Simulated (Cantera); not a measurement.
# AlCl3 + O2 + N2 (aluminium nitride and oxide growth)

Charge: 1 mol AlCl3, 23 mol O2, 2.8 mol N2, held at 0.190 bar.

These are equilibrium values from Cantera (NASA tables, ideal gas, pure condensed phases), not measurements of a reactor. Candidate condensed phases: Al, AlCl3, AlN, Al2O3; 24 gas species. Condensed phases not in the tables: AlOCl. Equilibrium is a limit: real reactors are often held back by kinetics, nucleation or transport.

```tsv
T (K)	log p O2	log p N2	log p Cl	log p Cl2	log p NO	log p O	n Al2O3(s)
873	-0.80	-1.70	-5.34	-1.97	-6.06	-12.12	0.500
1023	-0.80	-1.70	-4.25	-1.97	-5.25	-9.91	0.500
1173	-0.80	-1.70	-3.44	-1.98	-4.66	-8.25	0.500
1323	-0.80	-1.70	-2.82	-2.00	-4.20	-6.97	0.500
1473	-0.80	-1.70	-2.35	-2.08	-3.83	-5.96	0.500
1623	-0.81	-1.71	-2.02	-2.25	-3.54	-5.13	0.500
1773	-0.82	-1.72	-1.83	-2.55	-3.30	-4.44	0.500
1923	-0.82	-1.73	-1.74	-2.96	-3.10	-3.85	0.500
2073	-0.82	-1.74	-1.71	-3.39	-2.92	-3.35	0.500
2223	-0.83	-1.74	-1.70	-3.81	-2.77	-2.92	0.499
```
log p: log10 of the partial pressure in bar; n: condensed amount in mol.

From 873 K to 2223 K the condensed part is Al2O3(s).
